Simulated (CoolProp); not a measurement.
Saturation properties of R1233zd(E).

The numbers come from the reference Helmholtz-energy equation of state, Akasaka 2022 in CoolProp.

```json
[
 {"T (K)": "262", "p (MPa)": "0.02903", "vapour density (kg/m³)": "1.768", "liquid cp (kJ/(kg K))": "1.115"},
 {"T (K)": "277.8", "p (MPa)": "0.05924", "vapour density (kg/m³)": "3.443", "liquid cp (kJ/(kg K))": "1.145"},
 {"T (K)": "293.7", "p (MPa)": "0.1109", "vapour density (kg/m³)": "6.200", "liquid cp (kJ/(kg K))": "1.177"},
 {"T (K)": "309.5", "p (MPa)": "0.1921", "vapour density (kg/m³)": "10.42", "liquid cp (kJ/(kg K))": "1.211"},
 {"T (K)": "325.3", "p (MPa)": "0.3131", "vapour density (kg/m³)": "16.65", "liquid cp (kJ/(kg K))": "1.248"},
 {"T (K)": "341.2", "p (MPa)": "0.4865", "vapour density (kg/m³)": "25.63", "liquid cp (kJ/(kg K))": "1.291"},
 {"T (K)": "357", "p (MPa)": "0.7227", "vapour density (kg/m³)": "38.19", "liquid cp (kJ/(kg K))": "1.342"},
 {"T (K)": "372.8", "p (MPa)": "1.036", "vapour density (kg/m³)": "55.77", "liquid cp (kJ/(kg K))": "1.407"}
]
```

It boils at 291.3 K under 1 atm.
